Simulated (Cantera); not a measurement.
An isothermal, constant-pressure homogeneous reactor starts with CO : O2 : H2O : N2 = 0.0042 : 0.0027 : 0.065 : 1.9 (molar parts), equivalence ratio 0.78, at 1400 K and 100000 Pa.

Cantera simulation using GRI-Mech 3.0 (53 species, 325 reactions); the numbers are that mechanism's predictions, not measurements.

### Question
Predict: x(CO) at 300 s; x(O2) at 300 s; x(H2O) at 300 s; x(H2) at 300 s; x(NO) at 300 s.

### Answer
| Property | Value |
|---|---|
| x(CO) at 300 s | 1.21e-7 (gas-phase equilibrium 1.24e-7) |
| x(O2) at 300 s | 0.000304 (gas-phase equilibrium 0.000289) |
| x(H2O) at 300 s | 0.0330 (gas-phase equilibrium 0.0330) |
| x(H2) at 300 s | 8.61e-7 (gas-phase equilibrium 8.82e-7) |
| x(NO) at 300 s | 1.87e-7 (gas-phase equilibrium 2.99e-5) |
